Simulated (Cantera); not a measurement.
# Transport properties of process gases

Gas mixture: 24.0 % O2, 76.0 % N2O, at 0.780 atm, frozen composition.

Cantera's kinetic-theory transport with the Lennard-Jones parameters of GRI-Mech 3.0, ideal gas; thermal conductivity in the multicomponent form. The composition is frozen, though it would react at the higher temperatures.

```csv
T (K),ρ (kg/m³),cp (J/kg/K),μ (µPa s),λ (mW/m/K),Pr,D (cm²/s) H2,D (cm²/s) CH4,D (cm²/s) H2O
400,0.977,964.9,20.6,27.0,0.737,1.45,0.394,0.400
550,0.711,1057,26.7,38.3,0.738,2.49,0.696,0.740
700,0.558,1128,32.1,49.1,0.738,3.73,1.06,1.16
850,0.460,1183,37.0,59.4,0.737,5.16,1.48,1.66
1000,0.391,1224,41.6,69.1,0.737,6.76,1.95,2.21
1150,0.340,1252,45.8,77.9,0.736,8.53,2.47,2.83
```
D: mixture-averaged diffusion coefficient of that species in the mixture.
